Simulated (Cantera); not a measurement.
An isothermal, constant-pressure homogeneous reactor starts with 24.2 % H2, 75.8 % O2, equivalence ratio 0.16, at 1375 K and 0.0133 bar.

Detailed kinetics in Cantera: the H2/O2 subset of GRI-Mech 3.0, which has no nitrogen chemistry. Radical loss at walls, strong at low pressure, is not modelled. The temperature is held fixed by assumption; the heat of reaction is taken as removed at once.

x: mole fraction; the columns are a selection and need not sum to one.

```json
[
 {"t (s)": "2.00e-5", "x H2": "0.242", "x O2": "0.758", "x OH": "1.37e-8", "x H": "5.41e-8", "x H2O": "9.53e-9"},
 {"t (s)": "6.32e-5", "x H2": "0.242", "x O2": "0.758", "x OH": "1.14e-7", "x H": "2.77e-7", "x H2O": "2.32e-7"},
 {"t (s)": "0.000200", "x H2": "0.242", "x O2": "0.758", "x OH": "5.89e-6", "x H": "1.30e-5", "x H2O": "2.01e-5"},
 {"t (s)": "0.000632", "x H2": "?", "x O2": "0.636", "x OH": "?", "x H": "?", "x H2O": "?"},
 {"t (s)": "0.00200", "x H2": "0.0134", "x O2": "0.618", "x OH": "0.0183", "x H": "0.0723", "x H2O": "0.186"},
 {"t (s)": "0.00632", "x H2": "?", "x O2": "0.641", "x OH": "0.0172", "x H": "?", "x H2O": "?"},
 {"t (s)": "0.0200", "x H2": "0.00593", "x O2": "0.685", "x OH": "0.0128", "x H": "0.0169", "x H2O": "0.245"},
 {"t (s)": "0.0632", "x H2": "0.00101", "x O2": "0.717", "x OH": "0.00538", "x H": "0.00109", "x H2O": "0.270"},
 {"t (s)": "0.200", "x H2": "0.000102", "x O2": "0.723", "x OH": "0.00172", "x H": "3.52e-5", "x H2O": "0.275"},
 {"t (s)": "0.632", "x H2": "1.45e-5", "x O2": "0.724", "x OH": "0.000652", "x H": "1.89e-6", "x H2O": "0.275"},
 {"t (s)": "2.00", "x H2": "3.01e-6", "x O2": "0.724", "x OH": "0.000297", "x H": "1.79e-7", "x H2O": "0.276"}
]
```

Question: Complete the blanks.

Answer: 
- 0.000632, x H2: 0.0396
- 0.000632, x OH: 0.0235
- 0.000632, x H: 0.0797
- 0.000632, x H2O: 0.151
- 0.00632, x H2: 0.0114
- 0.00632, x H: 0.0518
- 0.00632, x H2O: 0.206
